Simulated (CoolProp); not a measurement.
Saturation properties of sulfur hexafluoride.

Values from CoolProp's reference Helmholtz-energy equation of state, Guder 2009.

| T (K) | p (kPa) | liquid density (kg/m³) | vapour viscosity (µPa s) |
|---|---|---|---|
| 252.9 | 683.9 | 1688 | 13.6 |
| 256.7 | 771.8 | 1666 | 13.8 |
| 260.5 | 867.8 | 1642 | 14.0 |
| 264.3 | 972.3 | 1618 | 14.3 |
| 268.1 | 1086 | 1593 | 14.6 |
| 271.9 | 1209 | 1567 | 14.8 |
| 275.7 | 1342 | 1540 | 15.1 |
| 279.5 | 1486 | 1511 | 15.5 |
| 283.3 | 1641 | 1481 | 15.8 |
| 287.2 | 1812 | 1448 | 16.2 |
| 291 | 1991 | 1413 | 16.7 |
| 294.8 | 2183 | 1376 | 17.2 |
| 298.6 | 2389 | 1335 | 17.9 |

Viscosity comes from a separate model (Quiñones-Cisneros 2012).
